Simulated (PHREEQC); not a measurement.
0.045 g of hydrous ferric oxide (600 m²/g; 0.2 weak and 0.005 strong sites per Fe, Dzombak-Morel constants, diffuse double layer) in 1 kg of water with 0.001 mol/kgw of an inert sodium salt and 9.6e-07 mol/kgw MgCl2, at 25 °C; the pH is set by adding NaOH or the inert anion's acid. Oxygen is held at 0.21 atm. No CO2 enters from the air. No solid was allowed to form.

The series has 17 steps of pH, from 3 to 9.

The numbers come from PHREEQC with the ion-association model, wateq4f.dat.

Problem. Near which pH is half of the Mg sorbed, and on which side is more sorbed?

Solution. Near pH 8.4, with more sorbed at higher pH.

The oxide is taken as insoluble; below pH 4 it would dissolve.
